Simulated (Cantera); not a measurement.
Mixture: CH3OH : O2 : N2 : H2O = 1 : 1.69 : 6.34 : 0.26 (molar parts), equivalence ratio 0.89, at 7500 Torr, adiabatic and at constant volume. Ignition delay is the time to a rise of 400 K.

Model: GRI-Mech 3.0 (53 species, 325 reactions), integrated in Cantera. GRI-Mech 3.0 was tuned for natural gas; its chemistry of methanol as a main component is partial and can be far from experiment.

Question: What does this change do: pressure from 7500 Torr to 760 Torr?

Answer: 
| quantity | before | after |
|---|---|---|
| delay at 1025 K | 46.0 ms | 0.268 s |
| delay at 1125 K | 5.50 ms | 33.1 ms |
| delay at 1225 K | 0.930 ms | 5.82 ms |
| delay at 1325 K | 0.209 ms | 1.37 ms |
| delay at 1425 K | 59.8 µs | 0.409 ms |
| apparent activation energy between 1375 and 1475 K | 190 kJ/mol | 190 kJ/mol |

Question: What does this change do: pressure from 7500 Torr to 3000 Torr?

Answer: 
```
quantity                                                before       after
--------------------------------------------------  ----------  ----------
delay at 1025 K                                        46.0 ms     88.8 ms
delay at 1125 K                                        5.50 ms     10.7 ms
delay at 1225 K                                       0.930 ms     1.84 ms
delay at 1325 K                                       0.209 ms    0.422 ms
delay at 1425 K                                        59.8 µs    0.123 ms
apparent activation energy between 1375 and 1475 K  190 kJ/mol  190 kJ/mol
```
